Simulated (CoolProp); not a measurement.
Properties of R1336mzz(E) at several states (Tc = 403.5 K, pc = 27.79 bar, ω = 0.413).

Model: reference Helmholtz-energy equation of state, Akasaka 2023, in CoolProp.

| T (K) | p (bar) | phase | Z | cp (kJ/(kg K)) | cv (kJ/(kg K)) | Joule-Thomson coefficient (K/MPa) |
|---|---|---|---|---|---|---|
| 374.2 | 5.89 | gas | 0.8919 | 0.9389 | 0.8507 | 14.87 |
| 261.6 | 0.141 | gas | 0.9916 | 0.7712 | 0.7183 | 36.31 |
| 302.7 | 57 | liquid | 0.2783 | 1.223 | 0.8846 | -0.2250 |
| 242.9 | 0.932 | liquid | 0.005130 | 1.191 | 0.8553 | -0.3370 |
| 351.2 | 3.35 | gas | 0.9246 | 0.9019 | 0.8278 | 16.95 |
